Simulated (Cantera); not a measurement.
Feed: 1 mol SiH2Cl2, 0.11 mol NO, 77 mol H2, 0.099 mol O2, equilibrated at 1923.15 K and 1.33 mbar.

Method: chemical equilibrium by Gibbs-energy minimisation in Cantera with the NASA 1993 tables (ideal gas, pure condensed phases). The tables' values for SiCl are old estimates; treat these amounts as uncertain. Gases not in the tables: Si2H6 and higher silanes. Rates play no part.

```json
[
 {"species": "H2", "before": "0.939", "after": "0.976"},
 {"species": "HCl", "before": "0.0224", "after": "0.0227"},
 {"species": "SiCl2", "before": "0.000789", "after": "0.00120"},
 {"species": "H", "before": "0.0250", "after": "3.20e-6"},
 {"species": "Si", "before": "0.00716", "after": "<1e-9"},
 {"species": "N2", "before": "0.000677", "after": "1.18e-9"},
 {"species": "SiH", "before": "0.000207", "after": "<1e-9"},
 {"species": "Si2", "before": "3.44e-5", "after": "<1e-9"},
 {"species": "SiCl", "before": "0.000264", "after": "8.00e-9"},
 {"species": "SiHCl3", "before": "<1e-9", "after": "1.19e-5"},
 {"species": "SiCl4", "before": "<1e-9", "after": "1.19e-5"},
 {"species": "Si(s), mol", "before": "0", "after": "0.656"},
 {"species": "SiO2(β-quartz), mol", "before": "0", "after": "0.119"},
 {"species": "Si2N2O(s), mol", "before": "0", "after": "0.0550"}
]
```
Gas species are given as mole fractions.

Task: What was changed between the two runs?
A. temperature from 1923.15 K to 1173.15 K
B. pressure from 1.33 mbar to 26.0 Pa
C. H2 from 77 to 24 mol
D. temperature from 1923.15 K to 975 K

Result: A, temperature from 1923.15 K to 1173.15 K. Mutual solubility and eutectic melting of coexisting phases are not modelled. The tables' values for SiCl3 are old estimates; treat these amounts as uncertain. The tables hold silica as quartz up to 1696 K and as liquid above; real silica turns to tridymite and cristobalite and melts near 1996 K
